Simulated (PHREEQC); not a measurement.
Solution (25 °C and 100 atm): 2.4 mmol/kgw HF, 1.1 mmol/kgw Na2SO4 and 0.035 mmol/kgw NaCl. Closed to the air; pH follows from the charge balance.

Computed with PHREEQC (ion-association model, phreeqc.dat).

```json
[
 {"quantity": "pH", "before": "3.03", "after": "3.13"},
 {"quantity": "ionic strength (mol/kgw)", "before": "0.00425", "after": "0.00399"},
 {"quantity": "SI of Halite (NaCl)", "before": "-8.76", "after": "-8.78"}
]
```

**Question.** Which change was made?
A) NaCl from 3.5e-05 to 0.00035 mol/kgw
B) temperature from 25 to 55 °C
C) HF left out
D) Na2SO4 left out

**Answer.** B, temperature from 25 to 55 °C

This is a speciation only: nothing precipitates in the calculation. Under pressure, the constants of complexes without a molar volume in the database are unreliable. At this temperature some constants are extrapolated from 25 °C, and those without enthalpy data are left unchanged.
